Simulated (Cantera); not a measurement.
Feed: 1 mol Cu, 6.4 mol NH3, 1.1 mol N2, held at 13.3 mbar.

Method: chemical equilibrium by Gibbs-energy minimisation in Cantera with the NASA 1993 tables (ideal gas, pure condensed phases). Candidate condensed phases: Cu; 11 gas species. Equilibrium is a limit: real reactors are often held back by kinetics, nucleation or transport. All values below are at 550 °C.

Base state: H2 0.691, N2 0.309, NH3 1.02e-5 (mole fractions); condensed: Cu(s).

Problem. What changes in the equilibrium state with this change: 0.034 mol CO2 added?

Solution. 
| species | before | after |
|---|---|---|
| H2 | 0.691 | 0.686 |
| N2 | 0.309 | 0.309 |
| H2O | 0 | 0.00289 |
| CO | 0 | 0.00194 |
| CH4 | 0 | 0.000475 |
| CO2 | 0 | 2.95e-5 |
| Cu(s), mol | 1.00 | 1.00 |
Further candidate phases: C, C6H6, C7H8, C8H18, CuO, Cu(OH)2, Cu2O, H2O.
